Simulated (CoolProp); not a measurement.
Vapour-liquid equilibrium of R13 (1) + propylene (2) at 2.42 bar; x and y are mole fractions of (1).

Computed with CoolProp (multi-fluid Helmholtz-energy mixture model, Platzer 1990 and Lemmon 2013; pair parameters Bell 2016). This equation is an older, rougher fit; its heat capacities, sound speeds and derivatives of the liquid may be far off and weren't checked against measurements.

| x | bubble temperature, mixture model (K) | bubble temperature, Raoult's law (K) | y, mixture model | y, Raoult's law |
|---|---|---|---|---|
| 0.05 | 240.0 | 243.0 | 0.252 | 0.173 |
| 0.15 | 230.7 | 236.8 | 0.528 | 0.423 |
| 0.25 | 224.9 | 231.6 | 0.664 | 0.590 |
| 0.35 | 221.1 | 227.2 | 0.743 | 0.706 |
| 0.45 | 218.4 | 223.5 | 0.796 | 0.790 |
| 0.55 | 216.3 | 220.3 | 0.836 | 0.852 |
| 0.65 | 214.6 | 217.5 | 0.870 | 0.900 |
| 0.75 | 213.1 | 215.0 | 0.903 | 0.937 |
| 0.85 | 211.7 | 212.7 | 0.937 | 0.966 |
| 0.95 | 210.4 | 210.7 | 0.977 | 0.990 |

The largest gap from Raoult's law is -6.7 K in bubble temperature, at x = 0.25. No azeotrope shows between x = 0.05 and 0.95.

Pair parameters are fitted to limited data, so mixtures are less certain than the pure fluids.
